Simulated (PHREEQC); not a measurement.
A solution holds 0.0039 mol NiCl2, 0.26 mol KCl and 0.023 mol MnSO4 per kg of water, at 25 °C. Closed to the air; pH follows from the charge balance.

The numbers come from PHREEQC with the ion-association model, wateq4f.dat.

Precipitation was switched off in this run.

**Question.** Order these S species by the share of S that they hold, largest first: MnSO4, NiSO4, KSO4-, SO4-2.

**Answer.** SO4-2 (62 %), KSO4- (25 %), MnSO4 (11 %), NiSO4 (2.1 %)

The pH is 6.37 and the ionic strength 0.329 mol/kgw.
